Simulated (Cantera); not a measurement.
Feed: 1 mol H2S, 0.024 mol O2, equilibrated at 3500 K and 0.133 bar.

Equilibrium computed with Cantera from the NASA thermochemical tables; the gas is ideal and each condensed phase is pure. Candidate condensed phases: H2O, H2SO4, S; 19 gas species. Rates play no part.

Base state: H 0.524, S 0.316, H2 0.105, SH 0.0198, S2 0.0169, SO 0.00849, O 0.00640, OH 0.00220 (mole fractions); condensed: gas only.

Problem. What changes in the equilibrium state with this change: O2 from 0.024 to 2.2 mol?

Solution. 
```csv
species,before,after
O,0.00640,0.400
H,0.524,0.235
SO,0.00849,0.0944
S,0.316,0.0562
O2,2.25e-5,0.0879
SO2,4.17e-5,0.0290
S2,0.0169,0.000535
OH,0.00220,0.0617
H2O,0.000956,0.0120
SH,0.0198,0.00158
H2,0.105,0.0211
HO2,5.77e-9,1.01e-5
H2S,0.000287,1.03e-5
S2O,7.23e-6,1.43e-5
```
